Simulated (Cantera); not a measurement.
Carbon deposition, reforming and gasification: n-butane + CO2 + H2

Charge: 1 mol n-butane, 0.027 mol CO2, 6.6 mol H2.

These are equilibrium values from Cantera (NASA tables, ideal gas, pure condensed phases), not measurements of a reactor. Candidate condensed phases: C, C6H6, C7H8, C8H18, H2O; 110 gas species. The ideal-gas law is rough above about 30 bar. Equilibrium is a limit: real reactors are often held back by kinetics, nucleation or transport.

Stable condensed phases:

```
T in K \ P in Pa
               10       40      160      630     2500    10000    40000   160000   630000  2500000 10000000
   2773         A        A        B        B        B        B        B        B        B        B        B
   2573         B        B        B        B        B        B        B        B        B        B        B
   2373         B        B        B        B        B        B        B        B        B        B        B
   2173         B        B        B        B        B        B        B        B        B        B        B
   1973         B        B        B        B        B        B        B        B        B        B        B
   1773         B        B        B        B        B        B        B        B        B        B        B
   1573         B        B        B        B        B        B        B        B        B        B        B
   1373         B        B        B        B        B        B        B        B        B        B        B
   1173         B        B        B        B        B        B        B        B        B        B        B
    973         B        B        B        B        B        B        B        B        B        A        A
    773         B        B        B        B        B        B        B        A        A        A        A
```

A: gas only; B: C.
